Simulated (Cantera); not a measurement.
A closed system holds: 1 mol Zr, a varied amount of N₂O, 55 mol H₂, equilibrated at 2673 K and 1 atm.

Method: chemical equilibrium by Gibbs-energy minimisation in Cantera with the NASA 1993 tables (ideal gas, pure condensed phases). Candidate condensed phases: H₂O, Zr, ZrN, ZrO₂; 28 gas species. Mutual solubility and eutectic melting of coexisting phases are not modelled. ZrN: taken at fixed stoichiometry. Condensed phases not in the tables: solid solutions among these carbides, nitrides and lower oxides. Equilibrium is a limit: real reactors are often held back by kinetics, nucleation or transport.

Question: At 0.85 mol N₂O, list the 5 most abundant gas species with their mole fractions, and the condensed phases.

Answer: H₂ 0.940, H 0.0494, N₂ 0.00980, H₂O 0.000406, ZrO 0.000100. Condensed: ZrN(s) + ZrO₂(s).
